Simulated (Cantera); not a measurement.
# Ignition delay

Mixture: H2 : O2 : N2 = 1 : 0.417 : 1.57 (molar parts), equivalence ratio 1.2, at 16.0 bar, adiabatic and at constant pressure. Ignition delay is the time to a rise of 400 K.

Model: the H2/O2 subset of GRI-Mech 3.0, which has no nitrogen chemistry, integrated in Cantera. The hydrogen kinetics of GRI-Mech 3.0 are dated; newer H2 mechanisms differ, most at raised pressure. The pressure lies above the range GRI-Mech 3.0 was tuned for (to about 10 atm).

```csv
T0 (K),delay (ms)
1025,3.70
1075,1.29
1125,0.469
1175,0.171
1225,0.0592
1275,0.0174
1325,0.00496
1375,0.00241
1425,0.00157
1475,0.00116
```

The apparent activation energy between 1375 and 1475 K is 120 kJ/mol.
